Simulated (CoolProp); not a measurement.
A single-stage vapour-compression cycle with hydrogen chloride: evaporating at 219.15 K (dew point), condensing at 284.15 K (bubble point), superheat 2 K, subcooling 0 K, compressor efficiency 0.85, no pressure losses. Each further row changes one setting.

Computed with CoolProp (reference Helmholtz-energy equation of state, Thol 2018).

```csv
case,cooling COP,pressure ratio,discharge temperature (K),refrigerating effect (kJ/kg),volumetric capacity (kJ/m³)
as stated,(withheld),7.61,418.1,287,2770
evaporating temperature 224.15 K,2.19,6.24,401.1,289,(withheld)
condensing temperature 279.15 K,2.17,6.73,402.2,298,(withheld)
subcooling 5 K,2.00,7.61,418.1,298,2880
superheat 12 K,1.88,7.61,(withheld),297,(withheld)
compressor efficiency 0.75,1.70,7.61,(withheld),287,2770
```

Question: Fill in the missing entries.

Answer: 
- as stated, cooling COP: 1.92
- evaporating temperature 224.15 K, volumetric capacity (kJ/m³): 3370
- condensing temperature 279.15 K, volumetric capacity (kJ/m³): 2870
- superheat 12 K, discharge temperature (K): 439.0
- superheat 12 K, volumetric capacity (kJ/m³): 2710
- compressor efficiency 0.75, discharge temperature (K): 440.3
